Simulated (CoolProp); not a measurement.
A simple Rankine cycle with water: condensing at 311.15 K, boiler at 13.9 MPa, turbine inlet 611.3 K, turbine efficiency 0.6, pump efficiency 0.7, no recuperator. Each further row changes one setting.

Computed with CoolProp (reference Helmholtz-energy equation of state, Wagner 2002).

```
case                             thermal efficiency (%)  net work (kJ/kg)  heat in (kJ/kg)  turbine exit temperature (K)  volume ratio over the turbine
-------------------------------  ----------------------  ----------------  ---------------  ----------------------------  -----------------------------
as stated                                          23.1               573             2480                         311.2                            ___
turbine inlet 631.3 K                              23.5               617             2630                         311.2                           1270
condensing temperature 303.15 K                     ___               ___             2520                         303.1                           2180
boiler pressure 9.73 MPa                            ___               623              ___                         311.2                            ___
turbine efficiency 0.5                             19.1               ___             2480                         311.2                            ___
```

Problem. Some entries are withheld; supply them.

Solution. 
- as stated, volume ratio over the turbine: 1430
- condensing temperature 303.15 K, thermal efficiency (%): 23.7
- condensing temperature 303.15 K, net work (kJ/kg): 597
- boiler pressure 9.73 MPa, thermal efficiency (%): 23.0
- boiler pressure 9.73 MPa, heat in (kJ/kg): 2710
- boiler pressure 9.73 MPa, volume ratio over the turbine: 844
- turbine efficiency 0.5, net work (kJ/kg): 474
- turbine efficiency 0.5, volume ratio over the turbine: 1510

The expansion ends wet for: as stated; turbine inlet 631.3 K; condensing temperature 303.15 K; boiler pressure 9.73 MPa; turbine efficiency 0.5.
